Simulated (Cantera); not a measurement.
# Equilibrium for carbon deposition, reforming and gasification: C2H5OH + H2O + H2 + O2

A closed system holds: 1 mol C2H5OH, 0.28 mol H2O, 1.8 mol H2, 0.077 mol O2, held at 200000 Pa.

Method: chemical equilibrium by Gibbs-energy minimisation in Cantera with the NASA 1993 tables (ideal gas, pure condensed phases). Candidate condensed phases: C, C6H6, C7H8, C8H18, H2O; 110 gas species. Equilibrium is a limit: real reactors are often held back by kinetics, nucleation or transport.

| T (K) | log p H2 | log p CO | log p H | log p C2H2 (acetylene) | log p CH4 | n C(graphite) |
|---|---|---|---|---|---|---|
| 1323 | 0.19 | -0.36 | -5.71 | -5.90 | -1.79 | 0.532 |
| 1473 | 0.19 | -0.36 | -4.80 | -5.00 | -2.15 | 0.548 |
| 1623 | 0.19 | -0.36 | -4.06 | -4.27 | -2.45 | 0.556 |
| 1773 | 0.19 | -0.36 | -3.45 | -3.66 | -2.69 | 0.559 |
| 1923 | 0.19 | -0.36 | -2.93 | -3.15 | -2.90 | 0.558 |
| 2073 | 0.19 | -0.36 | -2.48 | -2.72 | -3.07 | 0.551 |
| 2223 | 0.19 | -0.36 | -2.10 | -2.35 | -3.22 | 0.534 |
| 2373 | 0.19 | -0.36 | -1.76 | -2.03 | -3.36 | 0.502 |
| 2523 | 0.18 | -0.36 | -1.47 | -1.75 | -3.48 | 0.445 |
| 2673 | 0.17 | -0.36 | -1.21 | -1.50 | -3.60 | 0.351 |
| 2823 | 0.15 | -0.37 | -0.98 | -1.29 | -3.72 | 0.209 |
| 2973 | 0.12 | -0.38 | -0.78 | -1.12 | -3.85 | 0.00265 |
log p: log10 of the partial pressure in bar; n: condensed amount in mol.

From 1323 K to 2973 K the condensed part is C(graphite). The main C-bearing gas is CO throughout.
